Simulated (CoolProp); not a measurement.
Water along the isobar 100 MPa: Z from the reference equation and from simpler models built on Tc = 373.9 °C, pc = 22.06 MPa, ω = 0.344; each cubic takes its own stable root.

The numbers come from the reference Helmholtz-energy equation of state, Wagner 2002 in CoolProp.

| T (°C) | phase | reference |
|---|---|---|
| 57.15 | liquid | 0.6406 |
| 92.15 | liquid | 0.5904 |
| 127.15 | liquid | 0.5514 |
| 162.15 | liquid | 0.5210 |
| 197.15 | liquid | 0.4974 |
| 232.15 | liquid | 0.4796 |
| 267.15 | liquid | 0.4668 |
| 302.15 | liquid | 0.4589 |
| 337.15 | liquid | 0.4559 |

Problem. How far does each simpler model (Soave-Redlich-Kwong, Peng-Robinson) lie from the reference over these 9 states: mean and median of the absolute difference, and the worst?

Solution. 
- Soave-Redlich-Kwong: mean 38.8 %, median 38.6 %, worst +41.6 % at 337.15 °C and 100 MPa
- Peng-Robinson: mean 23.7 %, median 23.4 %, worst +26.6 % at 337.15 °C and 100 MPa
